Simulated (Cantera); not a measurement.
**Stirred combustor or abatement burner**

A perfectly stirred reactor is fed with 39.1 % CO, 1.85 % H₂, 10.7 % O₂, 40.0 % N₂, 8.39 % H₂O, equivalence ratio 1.9, at 1.00 bar; it is adiabatic with a 425 K inlet, and is followed from long to short residence time, starting on the burning branch (τ in s: 0.082, 0.034, 0.014, 0.0056, 0.0023, 0.00092, 0.00038, 0.00015, 6.2e-05, 2.5e-05, 1e-05, 4.2e-06).

Model: GRI-Mech 3.0 (53 species, 325 reactions), integrated in Cantera.

```csv
τ (s),T (K),x CO,x H₂,x O₂,x N₂O,x O,x OH,x NO
0.082,2098,0.203,0.0169,0.000344,9.00e-9,0.000123,0.00140,9.59e-5
0.034,2082,0.204,0.0169,0.000705,1.23e-8,0.000264,0.00200,9.17e-5
0.014,2056,0.204,0.0171,0.00142,1.67e-8,0.000556,0.00280,8.20e-5
0.0056,2012,0.206,0.0174,0.00275,2.20e-8,0.00114,0.00378,6.98e-5
0.0023,1948,0.208,0.0179,0.00483,2.73e-8,0.00213,0.00472,5.94e-5
0.00092,1854,0.211,0.0185,0.00781,3.19e-8,0.00372,0.00540,5.12e-5
0.00038,1737,0.214,0.0187,0.0116,3.50e-8,0.00575,0.00548,4.23e-5
0.00015,1578,0.224,0.0172,0.0180,3.95e-8,0.00809,0.00473,2.76e-5
6.2e-5,425,0.391,0.0185,0.107,<1e-12,<1e-12,<1e-12,<1e-12
2.5e-5,425,0.391,0.0185,0.107,<1e-12,<1e-12,<1e-12,<1e-12
1.0e-5,425,0.391,0.0185,0.107,<1e-12,<1e-12,<1e-12,<1e-12
4.2e-6,425,0.391,0.0185,0.107,<1e-12,<1e-12,<1e-12,<1e-12
```
x: mole fraction; the columns are a selection and need not sum to one.
